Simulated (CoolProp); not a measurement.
Saturation properties of tetradecamethylhexasiloxane (MD4M).

The numbers come from the reference Helmholtz-energy equation of state, Thol 2019 in CoolProp.

```json
[
 {"T (K)": "331.1", "p (bar)": "0.0001620", "vapour density (kg/m³)": "0.002701", "liquid cp (kJ/(kg K))": "1.789"},
 {"T (K)": "351.5", "p (bar)": "0.0007606", "vapour density (kg/m³)": "0.01195", "liquid cp (kJ/(kg K))": "1.835"},
 {"T (K)": "372", "p (bar)": "0.002863", "vapour density (kg/m³)": "0.04254", "liquid cp (kJ/(kg K))": "1.879"},
 {"T (K)": "392.4", "p (bar)": "0.008880", "vapour density (kg/m³)": "0.1253", "liquid cp (kJ/(kg K))": "1.922"},
 {"T (K)": "412.8", "p (bar)": "0.02361", "vapour density (kg/m³)": "0.3180", "liquid cp (kJ/(kg K))": "1.963"},
 {"T (K)": "433.2", "p (bar)": "0.05523", "vapour density (kg/m³)": "0.7136", "liquid cp (kJ/(kg K))": "2.004"},
 {"T (K)": "453.6", "p (bar)": "0.1161", "vapour density (kg/m³)": "1.448", "liquid cp (kJ/(kg K))": "2.044"},
 {"T (K)": "474", "p (bar)": "0.2234", "vapour density (kg/m³)": "2.710", "liquid cp (kJ/(kg K))": "2.084"},
 {"T (K)": "494.4", "p (bar)": "0.3990", "vapour density (kg/m³)": "4.746", "liquid cp (kJ/(kg K))": "2.123"},
 {"T (K)": "514.8", "p (bar)": "0.6696", "vapour density (kg/m³)": "7.888", "liquid cp (kJ/(kg K))": "2.164"}
]
```

It boils at 532.8 K under 1 atm.
